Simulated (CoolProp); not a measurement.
Properties of R407C at several states (Tc = 86.2 °C, pc = 4.632 MPa, ω = 0.363).

Model: reference Helmholtz-energy equation of state, Lemmon 2003, in CoolProp. It is a pseudo-pure fit of the blend.

```csv
T (°C),p (MPa),phase,density (kg/m³),Joule-Thomson coefficient (K/MPa),viscosity (µPa s)
-36.25,1.19,liquid,…,-0.2546,…
98.45,0.186,gas,5.259,…,15.4
78.75,0.0859,gas,2.550,11.64,14.6
40.25,6.37,liquid,…,…,…
218.75,20.3,supercritical,…,1.475,…
```

Problem. Some entries are withheld; supply them.

Solution. 
- -36.25, density (kg/m³): 1361
- -36.25, viscosity (µPa s): 332
- 98.45, Joule-Thomson coefficient (K/MPa): 9.820
- 40.25, density (kg/m³): 1110
- 40.25, Joule-Thomson coefficient (K/MPa): 0.1284
- 40.25, viscosity (µPa s): 141
- 218.75, density (kg/m³): 562.4
- 218.75, viscosity (µPa s): 48.3

Viscosity comes from a separate model (Geller 2000).
